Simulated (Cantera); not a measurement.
Charge: 1 mol CsOH, 0.11 mol H₂, equilibrated at 1698 K and 2.20 bar.

These are equilibrium values from Cantera (NASA tables, ideal gas, pure condensed phases), not measurements of a reactor. Candidate condensed phases: Cs, CsOH, H₂O; 15 gas species. Rates play no part.

Base state: CsOH 0.757, H₂O 0.0982, Cs 0.0980, H₂ 0.0453, Cs₂(OH)₂ 0.00141, Cs₂ 0.000111, H 2.07e-5 (mole fractions); condensed: gas only.

Question: What changes in the equilibrium state with this change: pressure from 2.20 bar to 0.00570 bar?

Answer: 
```csv
species,before,after
CsOH,0.757,0.639
Cs,0.0980,0.180
H₂O,0.0982,0.178
H₂,0.0453,0.00181
O₂,<1e-9,0.000653
O,<1e-9,1.48e-5
```
